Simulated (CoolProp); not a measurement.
Isobutane at several states: fugacity coefficient from the reference equation and from simpler models built on Tc = 407.8 K, pc = 3.629 MPa, ω = 0.184; each cubic takes its own stable root.

Model: reference Helmholtz-energy equation of state, Bücker 2006, in CoolProp.

```json
[
 {"T (K)": "573.1", "p (MPa)": "0.0646", "phase": "gas", "reference": "0.9981"},
 {"T (K)": "314.2", "p (MPa)": "0.159", "phase": "gas", "reference": "0.9658"},
 {"T (K)": "170.7", "p (MPa)": "0.091", "phase": "liquid", "reference": "0.003255"},
 {"T (K)": "427.2", "p (MPa)": "6.84", "phase": "supercritical", "reference": "0.4904"},
 {"T (K)": "206.6", "p (MPa)": "2.96", "phase": "liquid", "reference": "0.002372"},
 {"T (K)": "362.7", "p (MPa)": "0.0106", "phase": "gas", "reference": "0.9986"}
]
```

**Question.** How far does each simpler model (van der Waals, Soave-Redlich-Kwong, Peng-Robinson) lie from the reference over these 6 states: mean and median of the absolute difference, and the worst?

**Answer.** 
- van der Waals: mean 1801.7 %, median 2.6 %, worst +9002.9 % at 170.7 K and 0.091 MPa
- Soave-Redlich-Kwong: mean 0.6 %, median 0.3 %, worst +2.7 % at 427.2 K and 6.84 MPa
- Peng-Robinson: mean 3.8 %, median 1.3 %, worst +15.4 % at 170.7 K and 0.091 MPa
